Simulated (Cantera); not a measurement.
## Ignition delay

Mixture: 7.73 % CH4, 0.541 % C2H6, 19.2 % O2, 72.5 % N2, equivalence ratio 0.90, at 750 Torr, adiabatic and at constant pressure. Ignition delay is the time to a rise of 400 K.

Computed with Cantera and GRI-Mech 3.0 (53 species, 325 reactions).

```csv
T0 (K),delay (ms)
1275,3.60
1325,2.05
1375,1.19
1425,0.703
1475,0.428
1525,0.269
```

| Quantity | Result |
|---|---|
| apparent activation energy between 1425 and 1525 K | 170 kJ/mol |
